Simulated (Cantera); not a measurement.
A perfectly stirred reactor is fed with C2H6 : N2 = 1 : 98 (molar parts), at 0.987 atm; it is held at 1350 K, and followed from long to short residence time.

Computed with Cantera and GRI-Mech 3.0 (53 species, 325 reactions). GRI-Mech 3.0 stops at C3 and has no aromatics, soot or wall deposition, so with more carbon than oxygen in the feed, carbon stays in small species such as C2H2 where larger ones or solid carbon would form.

Q: What does this change do: C2H6 1 to 0.15 parts?

A: 
```tsv
quantity	before	after
x(C2H6) at τ = 11.0 s	1.68e-5	5.29e-6
x(CH2) at τ = 11.0 s	1.38e-10	2.33e-10
x(CH3) at τ = 11.0 s	3.90e-6	2.30e-6
x(CH4) at τ = 11.0 s	0.00366	0.000727
x(C2H4) at τ = 11.0 s	0.000260	2.97e-5
x(C2H6) at τ = 0.310 s	0.000154	4.78e-5
x(CH2) at τ = 0.310 s	1.45e-9	2.60e-9
x(CH3) at τ = 0.310 s	1.01e-5	6.14e-6
x(CH4) at τ = 0.310 s	0.00221	0.000412
x(C2H4) at τ = 0.310 s	0.000982	0.000212
```

Q: What does this change do: pressure from 0.987 atm to 0.00148 atm?

A: 
```csv
quantity,before,after
x(C2H6) at τ = 11.0 s,1.68e-5,0.000152
x(CH2) at τ = 11.0 s,1.38e-10,3.36e-7
x(CH3) at τ = 11.0 s,3.90e-6,0.000189
x(CH4) at τ = 11.0 s,0.00366,0.00217
x(C2H4) at τ = 11.0 s,0.000260,0.000756
x(C2H6) at τ = 0.310 s,0.000154,0.00352
x(CH2) at τ = 0.310 s,1.45e-9,1.04e-6
x(CH3) at τ = 0.310 s,1.01e-5,0.000797
x(CH4) at τ = 0.310 s,0.00221,0.00146
x(C2H4) at τ = 0.310 s,0.000982,0.00404
```
Radical loss at walls, strong at low pressure, is not modelled.
